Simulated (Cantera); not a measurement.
## Catalytic stagnation flow on Pt

A jet of 7.09 % CH4, 17.2 % O2, 75.7 % N2, equivalence ratio 0.82 at 300 K and 50.3 Torr hits a platinum plate 3.2 cm away at a mass flux of 0.065 kg/m²/s; the plate temperature is set and raised in steps from an oxygen-covered start.

Computed with Cantera and Deutschmann's 1995 Pt surface mechanism with GRI-Mech 3.0 gas chemistry. Catalytic surfaces can have several steady states; this one follows from the mechanism file's or the stated starting coverage.

```
plate T (K)  wall x CH4  wall x O2  wall x H2O  wall x OH  wall x CO  wall x CO2  θ free Pt   θ O*    θ OH*
-----------  ----------  ---------  ----------  ---------  ---------  ----------  ---------  -----  -------
900              0.0539      0.136      0.0321    4.02e-8    2.09e-5      0.0209      0.210  0.789  0.00126
950              0.0436      0.114      0.0513    1.31e-7    2.40e-5      0.0336      0.286  0.712  0.00144
1000             0.0341     0.0934      0.0690    3.73e-7    2.60e-5      0.0454      0.368  0.630  0.00148
1050             0.0266     0.0775      0.0827    9.21e-7    2.79e-5      0.0546      0.450  0.548  0.00142
1100             0.0212     0.0662      0.0924    2.02e-6    3.03e-5      0.0612      0.528  0.470  0.00129
1150             0.0174     0.0584      0.0991    4.05e-6    3.37e-5      0.0657      0.601  0.398  0.00114
```
x: mole fraction at the wall; θ: surface coverage.
